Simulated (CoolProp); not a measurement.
Values from CoolProp's reference Helmholtz-energy equation of state, Zhou 2012.

For p-xylene, give the phase and the Z, cv (kJ/(kg K)), speed of sound (m/s), Joule-Thomson coefficient (K/MPa) at 562 K and 25.5 bar.


- 562 K and 25.5 bar: liquid; Z 0.102, cv 2.16, speed of sound 359, Joule-Thomson coefficient 0.624
